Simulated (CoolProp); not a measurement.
Vapour-liquid equilibrium of R141b (1) + n-pentane (2) at 399.2 K; x and y are mole fractions of (1).

Values from CoolProp's multi-fluid Helmholtz-energy mixture model, Lemmon 2006 and Thol 2019; pair parameters Bell 2016.

```
x      bubble pressure, mixture model (kPa)  bubble pressure, Raoult's law (kPa)  y, mixture model  y, Raoult's law
-----  ------------------------------------  -----------------------------------  ----------------  ---------------
0.05                                   1050                                 1030             0.067            0.056
0.125                                  1084                                 1041             0.157            0.140
0.2                                    1111                                 1051             0.238            0.221
0.275                                  1134                                 1062             0.314            0.301
0.35                                   1152                                 1072             0.384            0.380
0.425                                  1166                                 1083             0.453            0.457
0.5                                    1176                                 1093             0.520            0.532
0.575                                  1183                                 1104             0.587            0.606
0.65                                   1186                                 1114             0.654            0.679
0.725                                  1187                                 1125             0.723            0.750
0.8                                    1184                                 1135             0.794            0.820
0.875                                  1179                                 1146             0.868            0.888
0.95                                   1171                                 1157             0.946            0.956
```

The largest gap from Raoult's law is +7.7 % in bubble pressure, at x = 0.425. y crosses x between x = 0.65 and 0.725: the model has an azeotrope there.

Pair parameters are fitted to limited data, so mixtures are less certain than the pure fluids.
